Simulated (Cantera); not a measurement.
A diamond (100) surface in a fixed gas of H2 with x(CH4) = 0.02, x(H) = 0.0038, at 1250 K, 120 Torr; coverages are run to steady state.

Computed with Cantera and the Harris–Goodwin 1993 mechanism for the reconstructed diamond (100) surface.

One state of this run: growth (µm/h) = 0.172; θ c6HH = 0.415; θ c6H* = 0.0436; θ c6*H = 0.507; θ c6** = 0.0349; θ c6HM = 4.13e-5. θ: site fractions in the mechanism's names (c6HH fully hydrogenated, c6H* and c6*H radical sites, c6** diradical, c6HM methylated).

**Question.** Which value of x(CH3) does it belong to?
A. 2.7e-06
B. 0.0011
C. 0.00015
D. 1e-06

**Answer.** A, 2.7e-06
